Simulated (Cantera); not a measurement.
**Gas-phase reforming**

A perfectly stirred reactor is fed with 23.5 % CH4, 75.3 % CO2, 1.20 % H2, at 5.00 bar; it is held at 1975 K, and followed from long to short residence time.

Detailed kinetics in Cantera: GRI-Mech 3.0 (53 species, 325 reactions).

| τ (s) | x CH4 | x CO2 | x H2 | x CH2 | x C2H6 | x O | x OH |
|---|---|---|---|---|---|---|---|
| 0.32 | 0.00118 | 0.163 | 0.134 | 6.81e-8 | 9.54e-8 | 3.42e-8 | 2.93e-5 |
| 0.22 | 0.00161 | 0.164 | 0.134 | 9.54e-8 | 1.80e-7 | 3.40e-8 | 2.94e-5 |
| 0.16 | 0.00208 | 0.165 | 0.133 | 1.26e-7 | 3.03e-7 | 3.38e-8 | 2.96e-5 |
| 0.11 | 0.00277 | 0.167 | 0.131 | 1.74e-7 | 5.43e-7 | 3.34e-8 | 2.98e-5 |
| 0.077 | 0.00358 | 0.170 | 0.129 | 2.33e-7 | 9.17e-7 | 3.28e-8 | 3.01e-5 |
| 0.054 | 0.00454 | 0.174 | 0.127 | 3.10e-7 | 1.50e-6 | 3.19e-8 | 3.06e-5 |
| 0.038 | 0.00566 | 0.179 | 0.123 | 4.06e-7 | 2.39e-6 | 3.06e-8 | 3.12e-5 |
| 0.027 | 0.00692 | 0.186 | 0.120 | 5.24e-7 | 3.67e-6 | 2.90e-8 | 3.19e-5 |
| 0.019 | 0.00838 | 0.195 | 0.115 | 6.74e-7 | 5.58e-6 | 2.71e-8 | 3.28e-5 |
| 0.013 | 0.0102 | 0.207 | 0.109 | 8.74e-7 | 8.59e-6 | 2.50e-8 | 3.40e-5 |
| 0.0093 | 0.0120 | 0.221 | 0.103 | 1.09e-6 | 1.24e-5 | 2.31e-8 | 3.52e-5 |
x: mole fraction; the columns are a selection and need not sum to one.
